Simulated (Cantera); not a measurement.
Charge: 1 mol CH3OH, 2.4 mol H2, held at 1198 K and 1.90 bar.

These are equilibrium values from Cantera (NASA tables, ideal gas, pure condensed phases), not measurements of a reactor. Candidate condensed phases: C, C6H6, C7H8, C8H18, H2O; 110 gas species. The numbers say what is thermodynamically allowed, not how fast it happens.

Base state: H2 0.799, CO 0.175, CH4 0.0126, H2O 0.0109, CO2 0.00175 (mole fractions); condensed: gas only.

Task: What changes in the equilibrium state with this change: pressure from 1.90 bar to 13.3 mbar?

Result: 
| species | before | after |
|---|---|---|
| H2 | 0.799 | 0.815 |
| CO | 0.175 | 0.185 |
| CH4 | 0.0126 | 9.40e-5 |
| H2O | 0.0109 | 8.06e-5 |
| CO2 | 0.00175 | 1.34e-5 |

Task: What changes in the equilibrium state with this change: H2 from 2.4 to 26 mol?

Result: 
```json
[
 {"species": "H2", "before": "0.799", "after": "0.959"},
 {"species": "CO", "before": "0.175", "after": "0.0285"},
 {"species": "CH4", "before": "0.0126", "after": "0.00628"},
 {"species": "H2O", "before": "0.0109", "after": "0.00615"},
 {"species": "CO2", "before": "0.00175", "after": "0.000134"}
]
```

Task: What changes in the equilibrium state with this change: temperature from 1198 K to 823.15 K?

Result: 
```json
[
 {"species": "H2", "before": "0.799", "after": "0.493"},
 {"species": "CH4", "before": "0.0126", "after": "0.248"},
 {"species": "H2O", "before": "0.0109", "after": "0.230"},
 {"species": "CO", "before": "0.175", "after": "0.0108"},
 {"species": "CO2", "before": "0.00175", "after": "0.0181"}
]
```
